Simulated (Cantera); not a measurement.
Input: 1 mol AlCl3, 0.22 mol NH3, 21 mol N2, equilibrated at 1652 °C and 10.0 mbar.

Cantera equilibrium calculation (NASA polynomials, part measured and part estimated; ideal gas, pure solids and liquids). The tables' values for AlCl2 are old estimates; treat these amounts as uncertain. Rates play no part.

```csv
species,before,after
N2,0.918,0.883
Cl,0.00991,0.0478
AlCl,0.0135,0.0341
AlCl3,0.0193,0.00211
AlCl2,0.0107,0.00561
HCl,0.0277,0.0260
Al,1.50e-6,1.83e-5
H,0.000192,0.000870
H2,0.000404,0.000356
```
Gas species are given as mole fractions.

Task: Name the change that produced these shifts.
(A) pressure from 10.0 mbar to 6.70 mbar
(B) temperature from 1652 °C to 400 °C
(C) pressure from 10.0 mbar to 43.0 Pa
(D) temperature from 1652 °C to 875 °C

Result: C, pressure from 10.0 mbar to 43.0 Pa
